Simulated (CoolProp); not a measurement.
Model: reference Helmholtz-energy equation of state, de Reuck 1993, in CoolProp.

### Question
For methanol, give the phase and the cp (kJ/(kg K)), isothermal compressibility (1/MPa) at 193.85 °C and 7.1 MPa; 36.55 °C and 0.0722 MPa; -47.55 °C and 0.268 MPa.

### Answer
- 193.85 °C and 7.1 MPa: liquid; cp 4.63, isothermal compressibility 0.00804
- 36.55 °C and 0.0722 MPa: liquid; cp 2.61, isothermal compressibility 0.00137
- -47.55 °C and 0.268 MPa: liquid; cp 2.25, isothermal compressibility 0.000782
